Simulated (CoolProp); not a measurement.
Properties of carbonyl sulfide at several states (Tc = 378.8 K, pc = 6.369 MPa, ω = 0.098).

The numbers come from the reference Helmholtz-energy equation of state, Lemmon 2006 in CoolProp. It is a short technical equation, of lower accuracy than the large ones.

```csv
T (K),p (MPa),phase,cp (kJ/(kg K)),fugacity coefficient
422.1,25.5,supercritical,1.434,(withheld)
539.4,0.0103,gas,(withheld),0.9998
365.9,0.0312,gas,(withheld),0.9982
361.2,1.66,gas,(withheld),0.9001
```

Task: What belongs in the gaps?

Result: 
- 422.1, fugacity coefficient: 0.3912
- 539.4, cp (kJ/(kg K)): 0.8305
- 365.9, cp (kJ/(kg K)): 0.7435
- 361.2, cp (kJ/(kg K)): 0.8537
